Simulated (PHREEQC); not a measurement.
Consider water at 60 °C with 0.12 mol LiCl per kg of water. It is in equilibrium with CO2 at log p = -3.4 (atm). Otherwise closed; pH follows from the charge balance.

Model: ion-association model, phreeqc.dat, run in PHREEQC.

This is a speciation only: nothing precipitates in the calculation.

**Question.** What pH, specific conductance, density does the model give?

**Answer.** pH 5.72; specific conductance 21400 µS/cm; density 0.986 g/cm³.

**Question.** In which forms is C present?

**Answer.** CO2 74 %, HCO3- 26 % of the C.

Species that the database lacks are ignored. At this temperature some constants are extrapolated from 25 °C, and those without enthalpy data are left unchanged.
